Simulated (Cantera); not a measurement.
A perfectly stirred reactor is fed with CH₄ : N₂ = 1 : 45 (molar parts), at 10.00 Torr; it is held at 1748 K, and followed from long to short residence time.

Cantera simulation using GRI-Mech 3.0 (53 species, 325 reactions); the numbers are that mechanism's predictions, not measurements. GRI-Mech 3.0 stops at C3 and has no aromatics, soot or wall deposition, so with more carbon than oxygen in the feed, carbon stays in small species such as C2H2 where larger ones or solid carbon would form. Radical loss at walls, strong at low pressure, is not modelled.

One state of this run: x CH₄ = 0.0121; x C₂H = 7.64e-8; x C₂H₆ = 1.37e-6; x C₂H₄ = 0.000404; x CH₃ = 0.000532; x H₂ = 0.0133; x HCN = 1.23e-6. x: mole fraction; the columns are a selection and need not sum to one.

Task: Which value of τ (s) does it belong to?
(A) 0.77
(B) 0.23
(C) 0.0019
(D) 2.6

Result: B, 0.23
